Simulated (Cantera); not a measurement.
A perfectly stirred reactor is fed with NH3 : H2 = 1 : 2.1 (molar parts), at 0.0500 bar; it is held at 1575 K, and followed from long to short residence time.

Detailed kinetics in Cantera: the gas-phase N/H chemistry of the illustrative SiF4/NH3 mechanism in the Surface Chemkin manual (1991). Walls and surfaces, which speed up NH3 decomposition in real reactors, are not modelled.

x: mole fraction; the columns are a selection and need not sum to one.

```tsv
τ (s)	x NH3	x H2	x N2H2	x N2	x N	x H
9.0	0.300	0.691	1.96e-7	0.00837	1.35e-8	5.31e-5
3.7	0.313	0.683	2.06e-7	0.00357	1.33e-8	5.15e-5
1.5	0.319	0.680	2.05e-7	0.00143	1.27e-8	5.02e-5
0.63	0.321	0.678	1.92e-7	0.000556	1.15e-8	4.82e-5
0.26	0.322	0.678	1.57e-7	0.000184	8.68e-9	[?]
0.11	0.322	0.677	9.32e-8	4.43e-5	4.21e-9	[?]
0.044	0.323	0.677	2.52e-8	4.45e-6	6.69e-10	[?]
0.018	0.323	0.677	4.32e-9	2.96e-7	5.27e-11	[?]
0.0075	0.323	0.677	7.21e-10	2.00e-8	3.87e-12	[?]
0.0031	0.323	0.677	1.16e-10	1.29e-9	<1e-12	[?]
```

What belongs in the gaps?


- 0.26, x H: 4.38e-5
- 0.11, x H: 3.43e-5
- 0.044, x H: 1.85e-5
- 0.018, x H: 7.89e-6
- 0.0075, x H: 3.30e-6
- 0.0031, x H: 1.37e-6
